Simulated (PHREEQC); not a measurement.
0.14 g of hydrous ferric oxide (600 m²/g; 0.2 weak and 0.005 strong sites per Fe, Dzombak-Morel constants, diffuse double layer) in 1 kg of water with 0.3 mol/kgw of an inert sodium salt and 0.00013 mol BaCl2, at 25 °C; the pH is set by adding NaOH or the inert anion's acid. Oxygen alone is held at its pressure in air (log pO2 = -0.68). No CO2 enters from the air. Precipitation was switched off in this run.

Computed with PHREEQC (ion-association model, wateq4f.dat).

Predict Ba sorbed (%), surface charge σ (C/m²), surface potential ψ (mV) at pH = 4.5, 7.5, 9, 11.5.


```
pH    Ba sorbed (%)  surface charge σ (C/m²)  surface potential ψ (mV)
----  -------------  -----------------------  ------------------------
4.5             0.0                    0.318                       118
7.5             2.7                    0.036                        28
9               7.2                   -0.045                       -33
11.5           65.2                   -0.150                       -81
```

Complexes and solids missing from the database can't appear.
